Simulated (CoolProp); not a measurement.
A simple Rankine cycle with ammonia: condensing at 306.15 K, boiler at 3.59 MPa, turbine inlet 496.7 K, turbine efficiency 0.6, pump efficiency 0.8, no recuperator. Each further row changes one setting.

Model: reference Helmholtz-energy equation of state, Gao 2020, in CoolProp.

```csv
case,thermal efficiency (%),net work (kJ/kg),heat in (kJ/kg),turbine exit temperature (K),volume ratio over the turbine
as stated,7.8,123,1590,432.0,2.51
turbine inlet 516.7 K,7.9,130,1640,451.3,2.51
condensing temperature 298.15 K,9.2,149,1630,419.1,3.11
boiler pressure 2.51 MPa,5.3,86.0,1610,454.4,1.82
turbine efficiency 0.5,6.4,102,1590,440.6,2.57
```
